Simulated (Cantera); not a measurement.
Input: 1 mol CO₂, 0.49 mol H₂, equilibrated at 2425 °C and 101000 Pa.

Equilibrium computed with Cantera from the NASA thermochemical tables; the gas is ideal and each condensed phase is pure. Candidate condensed phases: C, C₆H₆, C₇H₈, C₈H₁₈, H₂O; 110 gas species. Rates play no part.

Base state: CO₂ 0.338, CO 0.313, H₂O 0.267, H₂ 0.0367, OH 0.0200, O₂ 0.0110, H 0.0107, O 0.00373 (mole fractions); condensed: gas only.

### Question
What changes in the equilibrium state with this change: 0.005 mol H₂S added?

### Answer
```
species  before     after
-------  ------  --------
CO₂       0.338     0.331
CO        0.313     0.317
H₂O       0.267     0.267
SO₂           0   0.00277
O₂       0.0110    0.0102
H₂       0.0367    0.0381
H        0.0107    0.0109
OH       0.0200    0.0196
SO            0  0.000440
S             0   1.62e-5
```
Further candidate phases: H₂SO₄, S.

### Question
What changes in the equilibrium state with this change: pressure from 101000 Pa to 720 Pa?

### Answer
```csv
species,before,after
CO,0.313,0.389
H,0.0107,0.150
O,0.00373,0.112
CO₂,0.338,0.0897
H₂O,0.267,0.0790
O₂,0.0110,0.0698
OH,0.0200,0.0594
H₂,0.0367,0.0510
```
